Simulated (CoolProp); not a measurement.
Computed with CoolProp (reference Helmholtz-energy equation of state, Thol 2017).

Problem. For decamethyltetrasiloxane (MD2M), give the phase and the density (kg/m³), cp (kJ/(kg K)), cv (kJ/(kg K)), isothermal compressibility (1/MPa) at 111.65 °C and 3.83 MPa; 223.15 °C and 3.83 MPa; 270.95 °C and 3.83 MPa.

Solution. 
- 111.65 °C and 3.83 MPa: liquid; density 771, cp 1.92, cv 1.66, isothermal compressibility 0.00301
- 223.15 °C and 3.83 MPa: liquid; density 655, cp 2.14, cv 1.88, isothermal compressibility 0.00891
- 270.95 °C and 3.83 MPa: liquid; density 598, cp 2.22, cv 1.97, isothermal compressibility 0.0159
